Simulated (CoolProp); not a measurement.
Vapour-liquid equilibrium of m-xylene (1) + o-xylene (2) at 0.589 MPa; x and y are mole fractions of (1).

Model: multi-fluid Helmholtz-energy mixture model, Zhou 2012 and Zhou 2012; pair parameters Bell 2016, in CoolProp.

```tsv
x	bubble temperature, mixture model (K)	bubble temperature, Raoult's law (K)	y, mixture model	y, Raoult's law
0.05	498.8	498.7	0.054	0.056
0.125	498.3	498.2	0.135	0.138
0.2	497.8	497.7	0.216	0.219
0.275	497.3	497.2	0.295	0.299
0.35	496.8	496.7	0.373	0.377
0.425	496.3	496.2	0.450	0.454
0.5	495.7	495.7	0.525	0.529
0.575	495.2	495.2	0.599	0.603
0.65	494.7	494.8	0.672	0.676
0.725	494.2	494.3	0.744	0.748
0.8	493.8	493.8	0.815	0.818
0.875	493.3	493.3	0.885	0.887
0.95	492.8	492.9	0.954	0.955
```

The largest gap from Raoult's law is +0.1 K in bubble temperature, at x = 0.2. No azeotrope shows between x = 0.05 and 0.95.

The pair parameters rest on a limited set of measurements; away from them the model extrapolates.
